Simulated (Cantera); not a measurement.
Input: 1 mol C2F6, 1.5 mol H2, equilibrated at 5.60 mbar.

Equilibrium computed with Cantera from the NASA thermochemical tables; the gas is ideal and each condensed phase is pure. Candidate condensed phases: C, C6H6, C7H8, C8H18; 95 gas species. The feed counts by its element totals alone. Equilibrium is a limit: real reactors are often held back by kinetics, nucleation or transport.

Question: Which condensed phases are stable at each of these points (T (K)): 2948, 2973, 2998, 3023, 3048, 3073, 3098, 3123, 3148, 3173, 3198?

Answer: 
```csv
T (K),condensed phases,C condensed (%)
2948,C(graphite),48.4
2973,C(graphite),35.9
2998,C(graphite),19.2
3023,gas only,0.0
3048,gas only,0.0
3073,gas only,0.0
3098,gas only,0.0
3123,gas only,0.0
3148,gas only,0.0
3173,gas only,0.0
3198,gas only,0.0
```

From 2948 K to 2998 K the condensed part is C(graphite). From 3023 K to 3198 K nothing is condensed.
